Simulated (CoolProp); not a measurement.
Vapour-liquid equilibrium of p-xylene (1) + n-decane (2) at 0.0513 bar; x and y are mole fractions of (1).

Computed with CoolProp (multi-fluid Helmholtz-energy mixture model, Zhou 2012 and Lemmon 2006; pair parameters Bell 2016).

| x | bubble temperature, mixture model (°C) | bubble temperature, Raoult's law (°C) | y, mixture model | y, Raoult's law |
|---|---|---|---|---|
| 0.05 | ___ | 82.2 | 0.184 | 0.166 |
| 0.125 | 77.3 | 78.3 | 0.383 | 0.357 |
| 0.2 | 73.7 | 74.9 | 0.523 | 0.499 |
| 0.275 | ___ | 71.8 | 0.625 | 0.608 |
| 0.35 | 67.9 | 69.1 | 0.703 | 0.692 |
| 0.425 | ___ | 66.7 | 0.763 | 0.759 |
| 0.5 | 63.5 | 64.5 | 0.812 | 0.812 |
| 0.575 | ___ | 62.4 | 0.853 | 0.856 |
| 0.65 | 60.0 | 60.6 | 0.887 | 0.893 |
| 0.725 | 58.5 | 58.9 | 0.917 | 0.923 |
| 0.8 | 57.0 | 57.3 | ___ | 0.949 |
| 0.875 | 55.7 | 55.8 | 0.966 | 0.970 |
| 0.95 | 54.4 | 54.4 | 0.987 | 0.989 |

Question: Some entries are withheld; supply them.

Answer: 
- 0.05, bubble temperature, mixture model (°C): 81.7
- 0.275, bubble temperature, mixture model (°C): 70.6
- 0.425, bubble temperature, mixture model (°C): 65.6
- 0.575, bubble temperature, mixture model (°C): 61.7
- 0.8, y, mixture model: 0.943

The largest gap from Raoult's law is -1.2 K in bubble temperature, at x = 0.275. No azeotrope shows between x = 0.05 and 0.95.

Pair parameters are fitted to limited data, so mixtures are less certain than the pure fluids.
